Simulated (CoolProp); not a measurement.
R113 along the isobar 854 kPa: fugacity coefficient from the reference equation and from simpler models built on Tc = 487.2 K, pc = 3392 kPa, ω = 0.253; each cubic takes its own stable root.

Values from CoolProp's reference Helmholtz-energy equation of state, Marx 1992.

```json
[
 {"T (K)": "382", "phase": "liquid", "reference": "0.5607", "van der Waals": "0.8673", "Redlich-Kwong": "0.7297", "Soave-Redlich-Kwong": "0.5667"},
 {"T (K)": "396.8", "phase": "liquid", "reference": "0.7416", "van der Waals": "0.8786", "Redlich-Kwong": "0.8487", "Soave-Redlich-Kwong": "0.7499"},
 {"T (K)": "411.5", "phase": "gas", "reference": "0.8535", "van der Waals": "0.8886", "Redlich-Kwong": "0.8634", "Soave-Redlich-Kwong": "0.8547"},
 {"T (K)": "426.3", "phase": "gas", "reference": "0.8699", "van der Waals": "0.8975", "Redlich-Kwong": "0.8763", "Soave-Redlich-Kwong": "0.8698"},
 {"T (K)": "441", "phase": "gas", "reference": "0.8837", "van der Waals": "0.9055", "Redlich-Kwong": "0.8876", "Soave-Redlich-Kwong": "0.8830"},
 {"T (K)": "455.8", "phase": "gas", "reference": "0.8957", "van der Waals": "0.9127", "Redlich-Kwong": "0.8977", "Soave-Redlich-Kwong": "0.8948"},
 {"T (K)": "470.5", "phase": "gas", "reference": "0.9061", "van der Waals": "0.9191", "Redlich-Kwong": "0.9066", "Soave-Redlich-Kwong": "0.9051"},
 {"T (K)": "485.3", "phase": "gas", "reference": "0.9153", "van der Waals": "0.9249", "Redlich-Kwong": "0.9145", "Soave-Redlich-Kwong": "0.9144"},
 {"T (K)": "500", "phase": "gas", "reference": "0.9233", "van der Waals": "0.9302", "Redlich-Kwong": "0.9216", "Soave-Redlich-Kwong": "0.9226"}
]
```

At some of these states van der Waals, Redlich-Kwong gives the other phase, because its saturation line lies elsewhere.
